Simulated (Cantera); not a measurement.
An adiabatic, constant-volume homogeneous reactor starts with CH3OH : O2 : N2 = 1 : 1.76 : 6.64 (molar parts), at 1350 K and 500000 Pa.

Cantera simulation using GRI-Mech 3.0 (53 species, 325 reactions); the numbers are that mechanism's predictions, not measurements. GRI-Mech 3.0 was tuned for natural gas; its chemistry of methanol as a main component is partial and can be far from experiment.

**Question.** Predict: time of steepest temperature rise; temperature at 5.00 s; equilibrium temperature; x(O2) at 5.00 s; x(N2O) at 5.00 s; x(H2O) at 5.00 s.

**Answer.** 
```
Property                                                            Result
---------------------------------  ---------------------------------------
time of steepest temperature rise                                 0.279 ms
temperature at 5.00 s                                               2910 K
equilibrium temperature                                             2910 K
x(O2) at 5.00 s                      0.0308 (gas-phase equilibrium 0.0308)
x(N2O) at 5.00 s                   2.58e-6 (gas-phase equilibrium 2.58e-6)
x(H2O) at 5.00 s                       0.175 (gas-phase equilibrium 0.175)
```
